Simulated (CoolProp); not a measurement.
Vapour-liquid equilibrium of dimethyl carbonate (1) + n-octane (2) at 0.426 MPa; x and y are mole fractions of (1).

Values from CoolProp's multi-fluid Helmholtz-energy mixture model, Zhou 2011 and Beckmüller 2019; pair parameters Bell 2016.

```
x      bubble temperature (K)  y at the bubble point  dew temperature at overall composition x (K)  liquid density (mol/L)
-----  ----------------------  ---------------------  --------------------------------------------  ----------------------
0.05                    450.7                  0.188                                         457.5                   4.983
0.125                   440.2                  0.382                                             …                       …
0.2                     432.9                  0.505                                         450.1                   5.528
0.275                   427.7                  0.586                                         446.2                       …
0.35                        …                  0.642                                         442.1                   6.072
0.425                   421.5                  0.684                                         437.7                   6.366
0.5                     419.6                  0.718                                         433.2                   6.684
0.575                   418.2                  0.746                                         428.4                       …
0.65                    417.1                  0.774                                         423.6                   7.418
0.725                   416.2                  0.802                                         419.2                       …
0.8                     415.6                  0.836                                         416.3                   8.333
0.875                   415.3                  0.880                                         415.3                   8.876
0.95                    415.5                  0.942                                         415.6                       …
```

Question: What belongs in the gaps?

Answer: 
- 0.125, dew temperature at overall composition x (K): 453.9
- 0.125, liquid density (mol/L): 5.260
- 0.275, liquid density (mol/L): 5.795
- 0.35, bubble temperature (K): 424.1
- 0.575, liquid density (mol/L): 7.032
- 0.725, liquid density (mol/L): 7.850
- 0.95, liquid density (mol/L): 9.485

y crosses x between x = 0.875 and 0.95: the model has an azeotrope there.

The pair parameters rest on a limited set of measurements; away from them the model extrapolates.
